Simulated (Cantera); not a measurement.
A perfectly stirred reactor is fed with 82.6 % NH3, 17.4 % H2, at 1.00 bar; it is held at 1598 K, and followed from long to short residence time.

Detailed kinetics in Cantera: the gas-phase N/H chemistry of the illustrative SiF4/NH3 mechanism in the Surface Chemkin manual (1991). Walls and surfaces, which speed up NH3 decomposition in real reactors, are not modelled.

x: mole fraction; the columns are a selection and need not sum to one.

| τ (s) | x NH3 | x H2 | x N | x NH | x N2 | x N2H2 |
|---|---|---|---|---|---|---|
| 1.0 | 0.716 | 0.253 | 4.86e-9 | 2.40e-7 | 0.0301 | 3.86e-7 |
| 0.55 | 0.760 | 0.221 | 4.82e-9 | 2.46e-7 | 0.0181 | 4.36e-7 |
| 0.30 | 0.788 | 0.201 | 4.77e-9 | 2.49e-7 | 0.0104 | 4.70e-7 |
| 0.17 | 0.804 | 0.190 | 4.72e-9 | 2.51e-7 | 0.00603 | 4.89e-7 |
| 0.090 | 0.815 | 0.182 | 4.66e-9 | 2.50e-7 | 0.00323 | 5.00e-7 |
| 0.049 | 0.820 | 0.178 | 4.58e-9 | 2.48e-7 | (withheld) | 5.01e-7 |
| 0.027 | 0.823 | 0.176 | 4.46e-9 | 2.44e-7 | 0.000954 | 4.96e-7 |
| 0.015 | 0.824 | 0.175 | 4.26e-9 | 2.37e-7 | 0.000513 | 4.81e-7 |
| 0.0081 | 0.825 | 0.174 | 3.91e-9 | 2.24e-7 | 0.000258 | 4.52e-7 |
| 0.0044 | 0.826 | 0.174 | 3.33e-9 | 2.00e-7 | 0.000123 | 4.00e-7 |
| 0.0024 | 0.826 | 0.174 | (withheld) | (withheld) | (withheld) | (withheld) |

**Question.** Some entries are withheld; supply them.

**Answer.** 
- 0.049, x N2: 0.00176
- 0.0024, x N: 2.46e-9
- 0.0024, x NH: 1.63e-7
- 0.0024, x N2: 5.28e-5
- 0.0024, x N2H2: 3.19e-7
